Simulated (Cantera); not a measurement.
Cantera with NASA thermochemical tables; ideal gases at 1 bar, condensed phases pure. Values are per mole of reaction as written; species without (g) are pure solids or liquids, kept so even where they would boil at 1 bar.

Problem. Between 1825 and 2075 K, where is each reaction favourable under standard conditions?
- 11 SiH₃(g) + CH₃(g) = 9 SiH₄(g) + Si₂C(g)
- Si(CH₃)₄(g) = SiC₂(g) + 2 CH₃(g) + 6 H(g)

Solution. 
- 11 SiH₃(g) + CH₃(g) = 9 SiH₄(g) + Si₂C(g): ΔG° is -701 kJ at 1825 K and -580 kJ at 2075 K; it stays negative (K > 1). ΔH° is -1581 kJ and ΔS° -482 J/K at 2075 K.
- Si(CH₃)₄(g) = SiC₂(g) + 2 CH₃(g) + 6 H(g): ΔG° is 660 kJ at 1825 K and 403 kJ at 2075 K; it stays positive (K < 1). ΔH° is 2538 kJ and ΔS° 1029 J/K at 2075 K.
